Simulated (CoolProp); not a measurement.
Model: reference Helmholtz-energy equation of state, Thol 2019, in CoolProp.

### Question
Give the vapour pressure (MPa), liquid density (kg/m³), enthalpy of vaporisation (kJ/kg), liquid cp (kJ/(kg K)) of saturated dodecamethylpentasiloxane (MD3M) at 231.25, 234.55, 257.55 °C.

### Answer
```
T (°C)  p (MPa)  liquid density (kg/m³)  enthalpy of vaporisation (kJ/kg)  liquid cp (kJ/(kg K))
------  -------  ----------------------  --------------------------------  ---------------------
231.25    0.105                     652                               110                   2.16
234.55    0.113                     648                               109                   2.17
257.55    0.184                     617                              99.3                   2.23
```
